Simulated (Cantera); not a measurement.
Cantera with NASA thermochemical tables; ideal gases at 1 bar, condensed phases pure. Values are per mole of reaction as written; species without (g) are pure solids or liquids, kept so even where they would boil at 1 bar.

Q: Between 1125 and 1725 K, where is each reaction favourable under standard conditions?
- 2 BaO + H₂(g) ⇌ Ba(OH)₂ + Ba

A: 
- 2 BaO + H₂(g) ⇌ Ba(OH)₂ + Ba: ΔG° is 244 kJ at 1125 K and 265 kJ at 1725 K; it stays positive (K < 1). ΔH° is 214 kJ and ΔS° -30 J/K at 1725 K.
